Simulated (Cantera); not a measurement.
A perfectly stirred reactor is fed with CO : H2 : O2 : N2 = 1 : 0.16 : 1.32 : 4.96 (molar parts), equivalence ratio 0.44, at 4.60 bar; it is adiabatic with a 798 K inlet, and is followed from long to short residence time, starting on the burning branch (τ in s: 0.023, 0.011, 0.0047, 0.0021, 0.00096, 0.00043, 0.00019, 8.7e-05, 3.9e-05, 1.8e-05, 8e-06, 3.6e-06).

Computed with Cantera and GRI-Mech 3.0 (53 species, 325 reactions). The hydrogen kinetics of GRI-Mech 3.0 are dated; newer H2 mechanisms differ, most at raised pressure.

Problem. What does this change do: pressure from 4.60 bar to 0.750 bar?

Solution. 
```csv
quantity,before,after
"blow-out, bracketed by the residence times tried","burning at 87.0 µs, out at 39.0 µs","burning at 0.190 ms, out at 87.0 µs"
x(CO) at τ = 23.0 ms,0.00135,0.00774
x(H2) at τ = 23.0 ms,3.52e-5,0.000249
x(O2) at τ = 23.0 ms,0.108,0.109
x(NO) at τ = 23.0 ms,0.000296,0.000222
x(OH) at τ = 23.0 ms,0.00103,0.00269
x(CO) at τ = 0.190 ms,0.0244,0.0857
x(H2) at τ = 0.190 ms,0.000497,0.00255
x(O2) at τ = 0.190 ms,0.116,0.143
x(NO) at τ = 0.190 ms,3.52e-5,3.05e-6
x(OH) at τ = 0.190 ms,0.00271,0.00151
```
